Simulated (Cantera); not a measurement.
A Cantera script and what it prints.

```python
import numpy as np
import cantera as ct

gas_names = """
    Cr CrO CrO2 CrO3 H HO2 H2 H2O H2O2 O OH O2 O3
""".split()
cond_names = """
    Cr(cr) Cr(L) Cr2O3(s) Cr2O3(L) H2O(s) H2O(L)
""".split()


# ... load() reads the species with a 1 bar reference pressure and builds the phases ...
atoms = {
    'Cr2O3': {'Cr': 2, 'O': 3},
    'H2': {'H': 2},
    'H2O': {'H': 2, 'O': 1},
}
top_T = {}  # K; cautious upper limits of use, not melting points


# ... equilibrate(T, P, feed) seeds the gas with the atoms and calls Mixture.equilibrate('TP', solver="vcs", rtol=1e-11, max_steps=5000) ...
results = []
feed = {'Cr2O3': 1, 'H2': 800, 'H2O': 1.1}  # mol
T = 2048  # K
for P in [10, 36, 130, 460, 1700, 6000, 22000, 77000, 280000, 1000000]:
    mix = equilibrate(T, P, feed)
    results.append((T, P, feed, dict(zip(mix.species_names, mix.species_moles))))

top = {s: max(r[3][s] / sum(r[3][g] for g in gas_names) for r in results) for s in gas_names}
cols = sorted((s for s in top if top[s] > 0.001), key=lambda s: -top[s])[:8]
seen = [c for c in cond_names if any(r[3].get(c, 0) > 1e-12 for r in results)]
print("log10 of partial pressures in bar; condensed amounts in mol")
print(f"{'P/Pa':>10s}" + "".join(f"{s[:9]:>10s}" for s in cols + seen))
for T, P, feed, n in results:
    ng = sum(n[g] for g in gas_names)
    print(f"{P:10.4g}" + "".join(f"{np.log10(max(n[s] / ng * P / 1e5, 1e-99)):10.3f}" for s in cols)
          + "".join(f"{n.get(c, 0):10.4g}" for c in seen))
```

It prints:

```
log10 of partial pressures in bar; condensed amounts in mol
      P/Pa        H2         H       H2O        Cr    Cr(cr)
        10    -4.100    -4.700    -6.352    -6.651         0
        36    -3.498    -4.399    -5.768    -6.074         0
       130    -2.916    -4.108    -5.195    -5.505         0
       460    -2.355    -3.827    -4.639    -4.950         0
      1700    -1.780    -3.540    -4.067    -4.379         0
      6000    -1.229    -3.264    -3.517    -3.829         0
   2.2e+04    -0.663    -2.981    -2.952    -3.264         0
   7.7e+04    -0.118    -2.709    -2.407    -2.719         0
   2.8e+05     0.444    -2.428    -1.845    -2.713     1.444
     1e+06     0.997    -2.151    -1.291    -2.713     1.844
```

Method: chemical equilibrium by Gibbs-energy minimisation in Cantera with the NASA 1993 tables (ideal gas, pure condensed phases).
